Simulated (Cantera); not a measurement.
Input (Python, Cantera):

```python
import numpy as np
import cantera as ct

gas = ct.Solution("h2o2.yaml")
gas.TPX = 1425, 2600, {'H2': 0.056, 'O2': 1}
reactor = ct.IdealGasConstPressureReactor(gas, energy="off", clone=False)
net = ct.ReactorNet([reactor])
net.rtol, net.atol = 1e-08, 1e-18
show = ['H2', 'O2', 'OH', 'H', 'HO2', 'O']
times = np.geomspace(2e-06, 7, 10)

steps = ct.SolutionArray(gas, extra=["t"])
rows = []
print(f"{'t/s':>10s}{'T/K':>9s}{'P/Pa':>11s}" + "".join(f"{s:>11s}" for s in show))
for t in times:
    while net.time < t:
        t_next = net.step()
        steps.append(gas.state, t=t_next)
    rows.append([np.interp(t, steps.t, y) for y in (steps.T, steps.P, *steps(*show).X.T)])
    print(f"{t:10.3e}{rows[-1][0]:9.1f}{rows[-1][1]:11.4g}" + "".join(f"{x:11.3e}" for x in rows[-1][2:]))
rate = np.gradient(steps.T, steps.t)
print("integrator steps:", len(steps.t))
if steps.T.max() > steps.T[0] + 200:
    print(f"time of steepest temperature rise: {steps.t[rate.argmax()]:.4e} s")
gas.TPX = 1425, 2600, {'H2': 0.056, 'O2': 1}
gas.equilibrate("TP")
print(f"equilibrium (TP): T = {gas.T:.1f} K  " + "  ".join(f"{s} {gas[s].X[0]:.3e}" for s in show))
```

It prints:

```
       t/s      T/K       P/Pa         H2         O2         OH          H        HO2          O
 2.000e-06   1425.0       2600  5.303e-02  9.470e-01  6.093e-10  5.838e-09  6.435e-09  6.138e-10
 1.067e-05   1425.0       2600  5.303e-02  9.470e-01  1.285e-08  2.313e-08  3.433e-08  1.335e-08
 5.692e-05   1425.0       2600  5.303e-02  9.470e-01  2.174e-07  1.261e-07  1.831e-07  2.489e-07
 3.037e-04   1425.0       2600  5.262e-02  9.466e-01  1.697e-04  8.259e-05  1.219e-06  2.023e-04
 1.620e-03   1425.0       2600  9.120e-04  9.035e-01  6.470e-03  5.783e-03  3.571e-06  3.726e-02
 8.642e-03   1425.0       2600  6.922e-04  9.144e-01  5.669e-03  3.685e-03  3.262e-06  2.742e-02
 4.610e-02   1425.0       2600  2.149e-04  9.359e-01  3.193e-03  5.961e-04  1.931e-06  8.060e-03
 2.460e-01   1425.0       2600  1.733e-05  9.445e-01  9.125e-04  1.329e-05  3.682e-07  6.347e-04
 1.312e+00   1425.0       2600  1.188e-06  9.454e-01  2.396e-04  2.383e-07  7.858e-08  4.338e-05
 7.000e+00   1425.0       2600  2.443e-07  9.455e-01  1.088e-04  2.235e-08  9.906e-08  8.942e-06
integrator steps: 1673
equilibrium (TP): T = 1425.0 K  H2 2.301e-07  O2 9.455e-01  OH 1.056e-04  H 2.043e-08  HO2 1.012e-07  O 8.422e-06
```

Detailed kinetics in Cantera: the H2/O2 subset of GRI-Mech 3.0, which has no nitrogen chemistry. Radical loss at walls, strong at low pressure, is not modelled. The temperature is held fixed by assumption; the heat of reaction is taken as removed at once.
